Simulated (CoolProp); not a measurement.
Vapour-liquid equilibrium of cyclohexane (1) + n-dodecane (2) at 408.5 K; x and y are mole fractions of (1).

Values from CoolProp's multi-fluid Helmholtz-energy mixture model, Zhou 2014 and Lemmon 2004; pair parameters Bell 2016.

Give the bubble pressure and the first vapour's composition at x = 0.65, 0.725, 0.95. Is there an azeotrope?

x = 0.65: 0.2499 MPa, y = 0.986; x = 0.725: 0.2832 MPa, y = 0.990; x = 0.95: 0.3851 MPa, y = 0.999. No azeotrope shows between x = 0.05 and 0.95.

The pair parameters rest on a limited set of measurements; away from them the model extrapolates.
